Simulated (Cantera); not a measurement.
An adiabatic, constant-volume homogeneous reactor starts with CO : H2 : O2 : N2 = 1 : 0.51 : 2.29 : 8.6 (molar parts), equivalence ratio 0.33, at 1575 K and 100000 Pa. Integrator tolerance rtol = 1e-08.

Model: GRI-Mech 3.0 (53 species, 325 reactions), integrated in Cantera.

Task: What does this change do: N2 8.6 to 14 parts?

Result: 
```
quantity                                                              before                                      after
---------------------------------  -----------------------------------------  -----------------------------------------
time of steepest temperature rise                                    21.2 µs                                    30.6 µs
temperature at 3.00 s                                                 2499 K                                     2291 K
equilibrium temperature                                               2499 K                                     2291 K
x(CO) at 3.00 s                      0.00675 (gas-phase equilibrium 0.00675)    0.00182 (gas-phase equilibrium 0.00182)
x(H2) at 3.00 s                    0.000543 (gas-phase equilibrium 0.000543)  0.000163 (gas-phase equilibrium 0.000163)
x(O2) at 3.00 s                          0.122 (gas-phase equilibrium 0.122)      0.0846 (gas-phase equilibrium 0.0846)
x(NO) at 3.00 s                        0.0168 (gas-phase equilibrium 0.0168)    0.00996 (gas-phase equilibrium 0.00996)
x(N2O) at 3.00 s                     1.10e-6 (gas-phase equilibrium 1.10e-6)    6.64e-7 (gas-phase equilibrium 6.64e-7)
x(CO2) at 3.00 s                       0.0785 (gas-phase equilibrium 0.0785)      0.0567 (gas-phase equilibrium 0.0567)
x(H2O) at 3.00 s                       0.0391 (gas-phase equilibrium 0.0391)      0.0283 (gas-phase equilibrium 0.0283)
```

Task: What does this change do: O2 2.29 to 0.86 parts?

Result: 
```
quantity                                                              before                                    after
---------------------------------  -----------------------------------------  ---------------------------------------
time of steepest temperature rise                                    21.2 µs                                  30.5 µs
temperature at 3.00 s                                                 2499 K                                   2549 K
equilibrium temperature                                               2499 K                                   2549 K
x(CO) at 3.00 s                      0.00675 (gas-phase equilibrium 0.00675)    0.0222 (gas-phase equilibrium 0.0222)
x(H2) at 3.00 s                    0.000543 (gas-phase equilibrium 0.000543)  0.00207 (gas-phase equilibrium 0.00207)
x(O2) at 3.00 s                          0.122 (gas-phase equilibrium 0.122)    0.0166 (gas-phase equilibrium 0.0166)
x(NO) at 3.00 s                        0.0168 (gas-phase equilibrium 0.0168)  0.00723 (gas-phase equilibrium 0.00723)
x(N2O) at 3.00 s                     1.10e-6 (gas-phase equilibrium 1.10e-6)  5.08e-7 (gas-phase equilibrium 5.08e-7)
x(CO2) at 3.00 s                       0.0785 (gas-phase equilibrium 0.0785)    0.0742 (gas-phase equilibrium 0.0742)
x(H2O) at 3.00 s                       0.0391 (gas-phase equilibrium 0.0391)    0.0439 (gas-phase equilibrium 0.0439)
```
